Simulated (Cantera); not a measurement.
Gas mixture: 100 % CH₄, at 1.00 bar, frozen composition.

Cantera's kinetic-theory transport with the Lennard-Jones parameters of GRI-Mech 3.0, ideal gas; thermal conductivity in the mixture-averaged form.

D: mixture-averaged diffusion coefficient of that species in the mixture.

```tsv
T (K)	ρ (kg/m³)	cp (J/kg/K)	μ (µPa s)	λ (mW/m/K)	Pr	D (cm²/s) CO₂	D (cm²/s) H₂	D (cm²/s) N₂
400	0.482	2526	14.4	50.7	0.720	0.297	1.22	0.378
500	0.386	2898	17.1	68.7	0.720	0.445	1.78	0.557
600	0.322	(withheld)	(withheld)	(withheld)	0.723	(withheld)	(withheld)	(withheld)
700	0.276	3656	21.7	109	0.726	0.804	3.14	0.989
800	0.241	3989	23.8	131	0.726	1.01	3.92	1.24
900	0.214	4292	25.8	152	0.727	1.24	4.77	1.51
1000	0.193	4589	27.7	(withheld)	0.731	(withheld)	(withheld)	(withheld)
```

### Question
Complete the blanks.

### Answer

- 600, cp (J/kg/K): 3287
- 600, μ (µPa s): 19.5
- 600, λ (mW/m/K): 88.6
- 600, D (cm²/s) CO₂: 0.614
- 600, D (cm²/s) H₂: 2.42
- 600, D (cm²/s) N₂: 0.761
- 1000, λ (mW/m/K): 174
- 1000, D (cm²/s) CO₂: 1.48
- 1000, D (cm²/s) H₂: 5.68
- 1000, D (cm²/s) N₂: 1.80
